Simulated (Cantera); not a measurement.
# CH3SiCl3 + C3H8 + H2 (silicon carbide growth)

Feed: 1 mol CH3SiCl3, a varied amount of C3H8, 560 mol H2, held at 1350 °C and 100 Torr.

Method: chemical equilibrium by Gibbs-energy minimisation in Cantera with the NASA 1993 tables (ideal gas, pure condensed phases). Candidate condensed phases: C, C6H6, C7H8, C8H18, Si, SiC; 109 gas species. The feed counts by its element totals alone. The numbers say what is thermodynamically allowed, not how fast it happens.

At 0.024 mol C3H8 the condensed part is SiC(s). From 0.052 mol C3H8 to 0.31 mol C3H8 the condensed part is C(graphite) + SiC(s). The main Si-bearing gas is SiCl2 throughout.

```
n(C3H8) (mol)   x H2    x HCl     x CH4       x H  x C2H2 (acetylene)  x SiCl2     x Cl  n SiC(s)  n C(graphite)
-------------  -----  -------  --------  --------  ------------------  -------  -------  --------  -------------
0.024          0.994  0.00532  0.000108  0.000189             1.06e-5  2.05e-6  7.97e-7     0.999              0
0.052          0.994  0.00532  0.000195  0.000189             3.47e-5  1.13e-6  7.97e-7     0.999        0.00674
0.081          0.994  0.00532  0.000195  0.000189             3.47e-5  1.13e-6  7.97e-7     0.999         0.0937
0.11           0.994  0.00532  0.000195  0.000189             3.47e-5  1.13e-6  7.97e-7     0.999          0.181
0.14           0.994  0.00532  0.000195  0.000189             3.47e-5  1.13e-6  7.97e-7     0.999          0.271
0.17           0.994  0.00532  0.000195  0.000189             3.47e-5  1.13e-6  7.97e-7     0.999          0.361
0.2            0.994  0.00532  0.000195  0.000189             3.47e-5  1.13e-6  7.96e-7     0.999          0.451
0.22           0.994  0.00532  0.000195  0.000189             3.47e-5  1.13e-6  7.96e-7     0.999          0.511
0.25           0.994  0.00532  0.000195  0.000189             3.47e-5  1.13e-6  7.96e-7     0.999          0.601
0.28           0.994  0.00532  0.000195  0.000189             3.47e-5  1.13e-6  7.96e-7     0.999          0.690
0.31           0.994  0.00531  0.000195  0.000189             3.47e-5  1.13e-6  7.96e-7     0.999          0.780
```
x: gas mole fraction; n: condensed amount in mol.
